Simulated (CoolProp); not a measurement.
Saturated liquid density (kg/m³) of C3F8 (R218): the reference equation beside estimates from Tc = 345.0 K, pc = 2.640 MPa, ω = 0.317. Rackett uses Z = 0.29056 − 0.08775 ω.

Computed with CoolProp (reference Helmholtz-energy equation of state, Lemmon 2006). It is a short technical equation, of lower accuracy than the large ones.

```tsv
T (K)	reference	Rackett	van der Waals	Redlich-Kwong	Peng-Robinson
249.8	1558	1661	966.6	1394	1665
252.3	1547	1650	960.0	1383	1653
254.9	1536	1638	953.0	1370	1640
257.4	1526	1626	946.2	1358	1627
259.9	1515	1614	939.3	1346	1613
262.5	1503	1601	932.0	1332	1599
265	1492	1589	924.9	1320	1585
267.5	1481	1576	917.6	1307	1571
270.1	1469	1563	909.9	1293	1555
272.6	1457	1550	902.4	1279	1540
275.1	1445	1537	894.7	1265	1524
```

Absolute difference from the reference over all 11 rows, mean and median: Rackett 6.5 and 6.5 %, van der Waals 38.0 and 38.0 %, Redlich-Kwong 11.4 and 11.4 %, Peng-Robinson 6.3 and 6.4 %.
